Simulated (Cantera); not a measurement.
An isothermal, constant-pressure homogeneous reactor starts with NO : N2 = 1 : 3.8 (molar parts), at 1823 K and 0.0267 bar.

Computed with Cantera and GRI-Mech 3.0 (53 species, 325 reactions). Radical loss at walls, strong at low pressure, is not modelled.

x: mole fraction; the columns are a selection and need not sum to one.

```
t (s)      x NO       x N2O        x O2         x O       x NO2   x N2
--------  -----  ----------  ----------  ----------  ----------  -----
2.00e-5   0.208     6.56e-9      <1e-12     6.56e-9    1.14e-12  0.792
5.49e-5   0.208     1.80e-8    1.65e-12     1.80e-8    8.64e-12  0.792
0.000151  0.208     4.94e-8    1.24e-11     4.94e-8    6.47e-11  0.792
0.000413  0.208  (withheld)    9.30e-11  (withheld)    4.81e-10  0.792
0.00113   0.208     3.68e-7    6.99e-10     3.72e-7     3.53e-9  0.792
0.00311   0.208     9.93e-7     5.27e-9     1.02e-6     2.50e-8  0.792
0.00854   0.208     2.60e-6     4.08e-8     2.84e-6     1.63e-7  0.792
0.0234    0.208     6.25e-6     3.46e-7     8.16e-6     8.73e-7  0.792
0.0643    0.208  (withheld)  (withheld)  (withheld)  (withheld)  0.792
0.176     0.208     1.66e-5     3.75e-5     5.04e-5     6.76e-6  0.792
0.484     0.208     1.69e-5    0.000188     5.80e-5     7.67e-6  0.792
1.33      0.207     1.67e-5    0.000619     6.14e-5     8.32e-6  0.792
3.64      0.205     1.62e-5     0.00183     7.00e-5     9.89e-6  0.794
10.0      0.198     1.48e-5     0.00531     8.98e-5     1.33e-5  0.797
```

Task: Some entries are withheld; supply them.

Result: 
- 0.000413, x N2O: 1.35e-7
- 0.000413, x O: 1.36e-7
- 0.0643, x N2O: 1.23e-5
- 0.0643, x O2: 3.69e-6
- 0.0643, x O: 2.40e-5
- 0.0643, x NO2: 3.32e-6
